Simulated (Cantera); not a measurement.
Feed: 1 mol Si3N4, 0.002 mol H2O, 34 mol N2, at 320 Pa.

Cantera equilibrium calculation (NASA polynomials, part measured and part estimated; ideal gas, pure solids and liquids). Candidate condensed phases: H2O, Si, SiO2, Si2N2O, Si3N4; 35 gas species. Mutual solubility and eutectic melting of coexisting phases are not modelled. The numbers say what is thermodynamically allowed, not how fast it happens.

**Question.** At 1475 K, list the 3 most abundant gas species with their mole fractions, and the condensed phases.

**Answer.** N2 1.000, H2 5.79e-5, SiO 3.03e-5. Condensed: Si2N2O(s) + Si3N4(s).
